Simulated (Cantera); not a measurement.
Predominance diagram of Mg at 1452 °C against the partial pressures of O₂ and SO₂ (log10, bar). Standard-state values (1 bar) from the NASA 1993 polynomials, evaluated with Cantera. Candidates: Mg(l), MgO(s), MgS(s), MgSO₄(l). Only these pure phases compete in this equilibrium. 

```
log p(SO₂) \ log p(O₂)
        columns: -11, -10.2, -9.5, -8.8, -8, -7.2, -6.5, -5.8, -5, -4.2, -3.5, -2.8, -2, -1.2, -0.5, 0.2, 1
      0  A A A A A B B B B B B B B B B B B
   -0.9  A A A A B B B B B B B B B B B B B
   -1.8  A A A B B B B B B B B B B B B B B
   -2.8  A C B B B B B B B B B B B B B B B
   -3.7  C B B B B B B B B B B B B B B B B
   -4.6  B B B B B B B B B B B B B B B B B
   -5.5  B B B B B B B B B B B B B B B B B
   -6.5  B B B B B B B B B B B B B B B B B
   -7.4  B B B B B B B B B B B B B B B B B
   -8.3  B B B B B B B B B B B B B B B B B
   -9.2  B B B B B B B B B B B B B B B B B
  -10.2  B B B B B B B B B B B B B B B B B
  -11.1  B B B B B B B B B B B B B B B B B
    -12  B B B B B B B B B B B B B B B B B
```

A: out of reach (another gas would pass 10 bar, or a non-metal would condense); B: MgO(s); C: MgS(s).
